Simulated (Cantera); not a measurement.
Input: 1 mol HMDSO, 2.1 mol NO, 1.7 mol O3, held at 1573.15 K and 9.00 mbar.

These are equilibrium values from Cantera (NASA tables, ideal gas, pure condensed phases), not measurements of a reactor. Candidate condensed phases: C, C6H6, C7H8, C8H18, H2O, Si, SiC, SiO2, Si2N2O, Si3N4; 151 gas species. The feed counts by its element totals alone. Mutual solubility and eutectic melting of coexisting phases are not modelled. The tables hold silica as quartz up to 1696 K and as liquid above; real silica turns to tridymite and cristobalite and melts near 1996 K. Equilibrium is a limit: real reactors are often held back by kinetics, nucleation or transport.

Base state: H2 0.564, CO 0.376, N2 0.0360, SiO 0.0233, H 0.000322, H2O 3.46e-5, HCN 1.41e-5 (mole fractions); condensed: SiO2(β-quartz) + Si2N2O(s).

Task: What changes in the equilibrium state with this change: temperature from 1573.15 K to 848.15 K?

Result: 
```json
[
 {"species": "H2", "before": "0.564", "after": "0.633"},
 {"species": "CO", "before": "0.376", "after": "0.263"},
 {"species": "N2", "before": "0.0360", "after": "0.0757"},
 {"species": "SiO", "before": "0.0233", "after": "<1e-9"},
 {"species": "CO2", "before": "7.97e-6", "after": "0.0142"},
 {"species": "H2O", "before": "3.46e-5", "after": "0.0110"},
 {"species": "H", "before": "0.000322", "after": "<1e-9"},
 {"species": "CH4", "before": "3.01e-7", "after": "0.00231"},
 {"species": "HCN", "before": "1.41e-5", "after": "6.42e-8"},
 {"species": "SiO2(β-quartz), mol", "before": "0.676", "after": "2.00"},
 {"species": "Si2N2O(s), mol", "before": "0.476", "after": "0"},
 {"species": "C(graphite), mol", "before": "0", "after": "2.12"}
]
```
